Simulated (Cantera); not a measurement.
What does this Cantera script print?

```python
import numpy as np
import cantera as ct

gas_names = """
    B BH BH2 BH3 BN B2 H H2 N NH NH2 NH3 N2 N2H2 N2H4
""".split()
cond_names = """
    B(b) B(L) BN(s)
""".split()


# ... load() reads the species with a 1 bar reference pressure and builds the phases ...
atoms = {
    'B2H6': {'B': 2, 'H': 6},
    'H2': {'H': 2},
    'N2': {'N': 2},
}
top_T = {'BN(s)': 3200}  # K; cautious upper limits of use, not melting points


# ... equilibrate(T, P, feed) seeds the gas with the atoms and calls Mixture.equilibrate('TP', solver="vcs", rtol=1e-11, max_steps=5000) ...
results = []
T = 2298.15  # K
P = 1333.22  # Pa
for m in [0.33, 0.41, 0.51, 0.63, 0.77, 0.95, 1.2, 1.5, 1.8, 2.2, 2.7, 3.4, 4.2]:
    feed = {'B2H6': 1, 'H2': 1.3, 'N2': m}  # mol
    mix = equilibrate(T, P, feed)
    results.append((T, P, feed, dict(zip(mix.species_names, mix.species_moles))))

top = {s: max(r[3][s] / sum(r[3][g] for g in gas_names) for r in results) for s in gas_names}
cols = sorted((s for s in top if top[s] > 0.001), key=lambda s: -top[s])[:5]
seen = [c for c in cond_names if any(r[3].get(c, 0) > 1e-12 for r in results)]
print("log10 of partial pressures in bar; condensed amounts in mol")
print(f"{'n(N2)':>10s}" + "".join(f"{s[:9]:>10s}" for s in cols + seen))
for T, P, feed, n in results:
    ng = sum(n[g] for g in gas_names)
    print(f"{feed['N2']:10.4g}" + "".join(f"{np.log10(max(n[s] / ng * P / 1e5, 1e-99)):10.3f}" for s in cols)
          + "".join(f"{n.get(c, 0):10.4g}" for c in seen))
```

Result:

```
log10 of partial pressures in bar; condensed amounts in mol
     n(N2)        H2        N2         H       BH2      B(b)     BN(s)
      0.33    -1.945    -3.040    -2.991    -4.630     1.988         0
      0.41    -1.952    -2.953    -2.994    -4.637     1.987         0
      0.51    -1.961    -2.867    -2.999    -4.647     1.987         0
      0.63    -1.972    -2.785    -3.004    -4.657     1.987         0
      0.77    -1.984    -2.710    -3.010    -4.670     1.987         0
      0.95    -1.999    -2.634    -3.018    -4.685     1.987         0
       1.2    -2.020    -2.552    -3.028    -4.705     1.987         0
       1.5    -2.043    -2.478    -3.040    -4.728     1.987         0
       1.8    -2.065    -2.420    -3.051    -4.750     1.986         0
       2.2    -2.093    -2.360    -3.065    -4.778     1.986         0
       2.7    -2.125    -2.303    -3.081    -4.811     1.986         0
       3.4    -2.163    -2.249    -3.100    -4.848     1.836    0.1494
       4.2    -2.163    -2.249    -3.100    -4.848    0.2357     1.749
```

These are equilibrium values from Cantera (NASA tables, ideal gas, pure condensed phases), not measurements of a reactor. The feed counts by its element totals alone. Mutual solubility and eutectic melting of coexisting phases are not modelled. The tables' values for BH2 are old estimates; treat these amounts as uncertain.
